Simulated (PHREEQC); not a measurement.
Solution (85 °C): 0.024 mol HF, 0.055 mol NH4F and 9.5e-05 mol (NH4)2SiF6 per kg of water. Closed to the air; pH follows from the charge balance.

Computed with PHREEQC (ion-association model, phreeqc.dat).

Problem. The ionic strength comes out as 0.0554 mol/kgw. What activity coefficients do H+, NH4+, SiF6-2, F-, HF2- get?

Solution. H+ 0.83, NH4+ 0.77, SiF6-2 0.41, F- 0.78, HF2- 0.79.

This is a speciation only: nothing precipitates in the calculation. Complexes and solids missing from the database can't appear. Constants without temperature data keep their 25 °C values here. SiF6-2 is the database's only silicon fluoride.
